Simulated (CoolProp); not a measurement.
Saturation properties of n-decane.

Model: reference Helmholtz-energy equation of state, Lemmon 2006, in CoolProp. It is a short technical equation, of lower accuracy than the large ones.

| T (°C) | p (MPa) | liquid density (kg/m³) | vapour density (kg/m³) | liquid conductivity (mW/(m K)) |
|---|---|---|---|---|
| 63.95 | 0.001873 | 696.1 | 0.09542 | 120 |
| 76.95 | 0.003540 | 685.8 | 0.1740 | 116 |
| 89.95 | 0.006325 | 675.4 | 0.3007 | 113 |
| 102.95 | 0.01075 | 665.0 | 0.4955 | 110 |
| 115.95 | 0.01749 | 654.3 | 0.7834 | 107 |
| 128.95 | 0.02736 | 643.5 | 1.194 | 104 |
| 141.95 | 0.04135 | 632.5 | 1.764 | 102 |
| 154.95 | 0.06059 | 621.1 | 2.535 | 98.8 |
| 167.95 | 0.08638 | 609.5 | 3.554 | 96.2 |
| 180.95 | 0.1202 | 597.6 | 4.878 | 93.6 |
| 193.95 | 0.1635 | 585.1 | 6.575 | 91.1 |
| 206.95 | 0.2181 | 572.2 | 8.724 | 88.8 |
| 219.95 | 0.2859 | 558.7 | 11.42 | 86.5 |
| 232.95 | 0.3688 | 544.4 | 14.80 | 84.4 |
| 245.95 | 0.4690 | 529.2 | 19.00 | 82.3 |

It boils at 174.1 °C under 1 atm.

Thermal conductivity comes from a separate model (Huber 2005).
